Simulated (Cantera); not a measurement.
Mixture: CH₄ : C₂H₆ : O₂ : N₂ : H₂O = 1 : 0.037 : 1.18 : 4.45 : 0.43 (molar parts), at 5.00 bar, adiabatic and at constant pressure. Ignition delay is the time to a rise of 400 K.

Cantera simulation using GRI-Mech 3.0 (53 species, 325 reactions); the numbers are that mechanism's predictions, not measurements.

Q: Predict: delay at 1148 K; delay at 1348 K; delay at 1548 K; delay at 1748 K; delay at 1948 K; apparent activation energy between 1748 and 1948 K.

A: 
| Property | Value |
|---|---|
| delay at 1148 K | 9.49 ms |
| delay at 1348 K | 1.22 ms |
| delay at 1548 K | 0.165 ms |
| delay at 1748 K | 29.6 µs |
| delay at 1948 K | 8.46 µs |
| apparent activation energy between 1748 and 1948 K | 180 kJ/mol |
